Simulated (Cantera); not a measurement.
A Cantera script and what it prints.

```python
import numpy as np
import cantera as ct

gas_names = """
    CL CL2 H HCL H2 Si SiCL SiCL2 SiCL3 SiCL4 SiH SiHCL3 SiH2 SiH2CL2 SiH3 SiH3CL SiH4 Si2 Si3
""".split()
cond_names = """
    Si(cr) Si(L)
""".split()


# ... load() reads the species with a 1 bar reference pressure and builds the phases ...
atoms = {
    'SiCl4': {'Si': 1, 'CL': 4},
    'Cl2': {'CL': 2},
    'H2': {'H': 2},
}
top_T = {}  # K; cautious upper limits of use, not melting points


# ... equilibrate(T, P, feed) seeds the gas with the atoms and calls Mixture.equilibrate('TP', solver="vcs", rtol=1e-11, max_steps=5000) ...
results = []
feed = {'SiCl4': 1, 'Cl2': 1.1, 'H2': 7.4}  # mol
P = 101325  # Pa
for T in [898, 923, 948, 973, 998, 1023, 1048, 1073, 1098, 1123, 1148, 1173, 1198, 1223]:
    mix = equilibrate(T, P, feed)
    results.append((T, P, feed, dict(zip(mix.species_names, mix.species_moles))))

top = {s: max(r[3][s] / sum(r[3][g] for g in gas_names) for r in results) for s in gas_names}
cols = sorted((s for s in top if top[s] > 0.0001), key=lambda s: -top[s])[:6]
seen = [c for c in cond_names if any(r[3].get(c, 0) > 1e-12 for r in results)]
print("log10 of partial pressures in bar; condensed amounts in mol")
print(f"{'T/K':>10s}" + "".join(f"{s[:9]:>10s}" for s in cols + seen))
for T, P, feed, n in results:
    ng = sum(n[g] for g in gas_names)
    print(f"{T:10.4g}" + "".join(f"{np.log10(max(n[s] / ng * P / 1e5, 1e-99)):10.3f}" for s in cols)
          + "".join(f"{n.get(c, 0):10.4g}" for c in seen))
```

Result:

```
log10 of partial pressures in bar; condensed amounts in mol
       T/K        H2       HCL     SiCL4    SiHCL3     SiCL3     SiCL2
       898    -0.173    -0.628    -0.975    -3.076    -5.384    -8.108
       923    -0.173    -0.628    -0.976    -2.970    -5.109    -7.638
       948    -0.174    -0.627    -0.978    -2.871    -4.850    -7.193
       973    -0.174    -0.626    -0.979    -2.777    -4.604    -6.772
       998    -0.174    -0.626    -0.981    -2.688    -4.372    -6.373
      1023    -0.174    -0.625    -0.983    -2.605    -4.151    -5.996
      1048    -0.175    -0.624    -0.985    -2.526    -3.942    -5.637
      1073    -0.175    -0.623    -0.988    -2.452    -3.744    -5.297
      1098    -0.176    -0.621    -0.991    -2.382    -3.556    -4.973
      1123    -0.176    -0.620    -0.994    -2.316    -3.377    -4.666
      1148    -0.177    -0.618    -0.998    -2.255    -3.208    -4.374
      1173    -0.177    -0.616    -1.003    -2.197    -3.047    -4.096
      1198    -0.178    -0.614    -1.009    -2.144    -2.894    -3.833
      1223    -0.179    -0.611    -1.016    -2.095    -2.750    -3.583
```

Method: chemical equilibrium by Gibbs-energy minimisation in Cantera with the NASA 1993 tables (ideal gas, pure condensed phases). The tables' values for SiCl3 are old estimates; treat these amounts as uncertain.
